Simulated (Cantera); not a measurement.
A freely propagating, adiabatic, planar premixed flame of H₂ : O₂ : N₂ = 1 : 0.455 : 1.71 (molar parts), equivalence ratio 1.1, unburnt at 500 K and 100.0 Torr; mixture-averaged transport, grid criteria slope 0.08 and curve 0.16, no radiation.

Computed with Cantera and the H2/O2 subset of GRI-Mech 3.0, which has no nitrogen chemistry. Burning velocities carry a grid error of a few per cent, more on coarse grids.

Problem. What does this change do: inlet temperature 500 to 525 K?

Solution. 
```
quantity                    before     after
------------------------  --------  --------
laminar burning velocity  454 cm/s  493 cm/s
thermal thickness          6.10 mm   6.21 mm
peak x(OH)                  0.0170    0.0175
peak x(H)                   0.0942    0.0961
peak x(HO₂)                7.46e-5   6.73e-5
```

Problem. What does this change do: H2 1 to 0.78 parts?

Solution. 
```tsv
quantity	before	after
laminar burning velocity	454 cm/s	393 cm/s
thermal thickness	6.10 mm	6.06 mm
peak x(OH)	0.0170	0.0171
peak x(H)	0.0942	0.0692
peak x(HO₂)	7.46e-5	7.76e-5
```

Problem. What does this change do: inlet temperature 500 to 675 K?

Solution. 
| quantity | before | after |
|---|---|---|
| laminar burning velocity | 454 cm/s | 797 cm/s |
| thermal thickness | 6.10 mm | 7.03 mm |
| peak x(OH) | 0.0170 | 0.0200 |
| peak x(H) | 0.0942 | 0.107 |
| peak x(HO₂) | 7.46e-5 | 3.71e-5 |
